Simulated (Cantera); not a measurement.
An isothermal, constant-pressure homogeneous reactor starts with CO : O₂ : H₂O : N₂ = 0.0067 : 0.085 : 0.0013 : 1 (molar parts), equivalence ratio 0.039, at 1325 K and 13300 Pa.

Detailed kinetics in Cantera: GRI-Mech 3.0 (53 species, 325 reactions).

**Question.** Predict: x(CO) at 20.0 s; x(O₂) at 20.0 s; x(H₂O) at 20.0 s; x(HO₂) at 20.0 s; x(O) at 20.0 s; x(NO) at 20.0 s; x(CO₂) at 20.0 s.

**Answer.** 
- x(CO) at 20.0 s = 1.62e-8 (gas-phase equilibrium 1.55e-8)
- x(O₂) at 20.0 s = 0.0749 (gas-phase equilibrium 0.0748)
- x(H₂O) at 20.0 s = 0.00119 (gas-phase equilibrium 0.00119)
- x(HO₂) at 20.0 s = 1.46e-9 (gas-phase equilibrium 1.44e-9)
- x(O) at 20.0 s = 2.15e-7 (gas-phase equilibrium 2.08e-7)
- x(NO) at 20.0 s = 6.42e-7 (gas-phase equilibrium 0.000301)
- x(CO₂) at 20.0 s = 0.00615 (gas-phase equilibrium 0.00615)
